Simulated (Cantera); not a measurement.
A closed system holds: 1 mol MgO, 0.13 mol SO3, 0.98 mol H2O, equilibrated at 1325 °C and 0.480 bar.

Equilibrium computed with Cantera from the NASA thermochemical tables; the gas is ideal and each condensed phase is pure. Candidate condensed phases: H2O, H2SO4, Mg, MgO, Mg(OH)2, MgS, MgSO4, S; 26 gas species. Equilibrium is a limit: real reactors are often held back by kinetics, nucleation or transport.

Base state: H2O 0.834, SO2 0.110, O2 0.0550, OH 0.000433, SO3 0.000419, H2 3.33e-5 (mole fractions); condensed: MgO(s).

Problem. What changes in the equilibrium state with this change: MgO replaced by MgCO3?

Solution. 
```tsv
species	before	after
CO2	0	0.460
H2O	0.834	0.450
SO2	0.110	0.0596
O2	0.0550	0.0298
CO	0	7.48e-5
SO3	0.000419	0.000167
OH	0.000433	0.000273
H2	3.33e-5	2.44e-5
MgO(s), mol	1.000	1.000
```
Further candidate phases: C, C6H6, C7H8, C8H18, MgCO3.
